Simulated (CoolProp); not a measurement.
Dry air at 298.15 K and 0.461 MPa flows at 0.25 m/s in a round tube of 2 mm bore and 1.5 µm roughness, fully developed (64/Re and Nu = 3.66 if laminar; Colebrook and Gnielinski if turbulent). Each further row changes one setting.

Computed with CoolProp (reference Helmholtz-energy equation of state, Lemmon 2000). It is a pseudo-pure fit of the blend.

```json
[
 {"case": "as stated", "Reynolds number": "___", "Darcy friction factor": "0.439", "pressure drop (Pa/m)": "37.0", "heat-transfer coefficient (W/(m² K))": "48.2", "mass flow (kg/h)": "___"},
 {"case": "velocity 0.5 m/s", "Reynolds number": "292", "Darcy friction factor": "0.219", "pressure drop (Pa/m)": "___", "heat-transfer coefficient (W/(m² K))": "48.2", "mass flow (kg/h)": "0.0305"},
 {"case": "diameter 4 mm", "Reynolds number": "292", "Darcy friction factor": "0.219", "pressure drop (Pa/m)": "___", "heat-transfer coefficient (W/(m² K))": "24.1", "mass flow (kg/h)": "___"}
]
```

Problem. Complete the blanks.

Solution. 
- as stated, Reynolds number: 146
- as stated, mass flow (kg/h): 0.0153
- velocity 0.5 m/s, pressure drop (Pa/m): 74.0
- diameter 4 mm, pressure drop (Pa/m): 9.25
- diameter 4 mm, mass flow (kg/h): 0.0610

Viscosity comes from a separate model (Lemmon 2004). Thermal conductivity comes from a separate model (Lemmon 2004).
